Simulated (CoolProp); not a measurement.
Vapour-liquid equilibrium of R143a (1) + R1234yf (2) at 273.1 K; x and y are mole fractions of (1).

Computed with CoolProp (multi-fluid Helmholtz-energy mixture model, Lemmon and Jacobsen 2000 and Lemmon 2022; pair parameters Bell 2016).

| x | bubble pressure, mixture model (bar) | bubble pressure, Raoult's law (bar) | y, mixture model | y, Raoult's law |
|---|---|---|---|---|
| 0.05 | 3.323 | 3.305 | 0.093 | 0.094 |
| 0.15 | 3.652 | 3.608 | 0.251 | 0.257 |
| 0.25 | 3.969 | 3.912 | 0.383 | 0.395 |
| 0.35 | 4.277 | 4.215 | 0.495 | 0.514 |
| 0.45 | 4.578 | 4.519 | 0.594 | 0.616 |
| 0.55 | 4.874 | 4.822 | 0.682 | 0.706 |
| 0.65 | 5.167 | 5.125 | 0.762 | 0.785 |
| 0.75 | 5.459 | 5.429 | 0.836 | 0.855 |
| 0.85 | 5.750 | 5.732 | 0.904 | 0.917 |
| 0.95 | 6.041 | 6.035 | 0.969 | 0.974 |

The largest gap from Raoult's law is +1.5 % in bubble pressure, at x = 0.35. No azeotrope shows between x = 0.05 and 0.95.

The pair parameters rest on a limited set of measurements; away from them the model extrapolates.
